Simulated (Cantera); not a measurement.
Input: 1 mol Si2Cl6, 0.36 mol NH3, 4 mol H2, 7 mol N2, equilibrated at 1000 °C and 0.0825 Torr.

These are equilibrium values from Cantera (NASA tables, ideal gas, pure condensed phases), not measurements of a reactor. Candidate condensed phases: NH4Cl, Si, Si3N4; 28 gas species. The feed counts by its element totals alone. The tables' values for SiCl3 are old estimates; treat these amounts as uncertain. The numbers say what is thermodynamically allowed, not how fast it happens.

Base state: N2 0.459, HCl 0.318, H2 0.170, SiCl2 0.0436, SiCl3 0.00496, SiCl4 0.00370, SiHCl3 7.92e-5, Cl 4.46e-5 (mole fractions); condensed: Si3N4(s).

### Question
What changes in the equilibrium state with this change: temperature from 1000 °C to 700 °C?

### Answer
```tsv
species	before	after
N2	0.459	0.454
HCl	0.318	0.369
H2	0.170	0.157
SiCl2	0.0436	2.90e-5
SiCl4	0.00370	0.0205
H	2.81e-5	4.10e-8
Cl	4.46e-5	9.08e-8
SiCl3	0.00496	0.000144
SiHCl3	7.92e-5	4.90e-5
Si3N4(s), mol	0.426	0.575
```

### Question
What changes in the equilibrium state with this change: temperature from 1000 °C to 1552 °C?

### Answer
```csv
species,before,after
N2,0.459,0.473
H2,0.170,0.212
HCl,0.318,0.153
SiCl2,0.0436,0.113
Si,4.68e-9,0.0142
H,2.81e-5,0.0194
Cl,4.46e-5,0.0107
SiH,<1e-9,7.28e-5
SiN,<1e-9,4.21e-5
Si2,<1e-9,3.16e-5
Si2N,<1e-9,2.26e-5
"Si3N4(s), mol",0.426,0
```
The tables' values for SiCl, SiCl3, SiN are old estimates; treat these amounts as uncertain.

### Question
What changes in the equilibrium state with this change: Si2Cl6 replaced by SiH4?

### Answer
| species | before | after |
|---|---|---|
| H2 | 0.170 | 0.501 |
| N2 | 0.459 | 0.499 |
| H | 2.81e-5 | 4.82e-5 |
| HCl | 0.318 | 0 |
| SiCl2 | 0.0436 | 0 |
| SiCl3 | 0.00496 | 0 |
| SiCl4 | 0.00370 | 0 |
| SiHCl3 | 7.92e-5 | 0 |
| Si3N4(s), mol | 0.426 | 0.333 |
